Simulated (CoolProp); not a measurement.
R134a along the isotherm 131.15 °C: fugacity coefficient from the reference equation and from simpler models built on Tc = 101.1 °C, pc = 4.059 MPa, ω = 0.327; each cubic takes its own stable root.

The numbers come from the reference Helmholtz-energy equation of state, Tillner-Roth 1994 in CoolProp.

| p (MPa) | phase | reference |
|---|---|---|
| 1.27 | gas | 0.9180 |
| 2.54 | gas | 0.8387 |
| 3.81 | gas | 0.7615 |
| 5.07 | supercritical | 0.6865 |
| 6.34 | supercritical | 0.6126 |
| 7.61 | supercritical | 0.5472 |
| 8.88 | supercritical | 0.4961 |
| 10.1 | supercritical | 0.4581 |

Problem. How far does each simpler model (van der Waals, Redlich-Kwong, Soave-Redlich-Kwong, Peng-Robinson) lie from the reference over these 8 states: mean and median of the absolute difference, and the worst?

Solution. 
- van der Waals: mean 1.2 %, median 0.9 %, worst +3.2 % at 131.15 °C and 10.1 MPa
- Redlich-Kwong: mean 0.7 %, median 0.5 %, worst -1.5 % at 131.15 °C and 6.34 MPa
- Soave-Redlich-Kwong: mean 2.9 %, median 2.3 %, worst +6.6 % at 131.15 °C and 10.1 MPa
- Peng-Robinson: mean 1.2 %, median 1.2 %, worst -2.1 % at 131.15 °C and 5.07 MPa
